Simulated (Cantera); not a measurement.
Feed: 1 mol ZrN, 0.048 mol H2, at 1498.15 K and 13300 Pa.

These are equilibrium values from Cantera (NASA tables, ideal gas, pure condensed phases), not measurements of a reactor. Candidate condensed phases: Zr, ZrN; 11 gas species. ZrN: taken at fixed stoichiometry. The numbers say what is thermodynamically allowed, not how fast it happens.

Base state: H2 1.000, H 4.71e-5 (mole fractions); condensed: ZrN(s).

### Question
What changes in the equilibrium state with this change: temperature from 1498.15 K to 2175 K?

### Answer
```csv
species,before,after
H2,1.000,0.987
H,4.71e-5,0.0133
"ZrN(s), mol",1.00,1.00
```

### Question
What changes in the equilibrium state with this change: 0.083 mol O2 added?

### Answer
```
species                 before    after
---------------------  -------  -------
H2                       1.000    0.536
N2                       <1e-9    0.464
H                      4.71e-5  3.45e-5
ZrN(s), mol               1.00    0.917
ZrO2(tetragonal), mol        0   0.0830
```
Mutual solubility and eutectic melting of coexisting phases are not modelled. Condensed phases not in the tables: solid solutions among these carbides, nitrides and lower oxides. Further candidate phases: H2O, ZrO2.
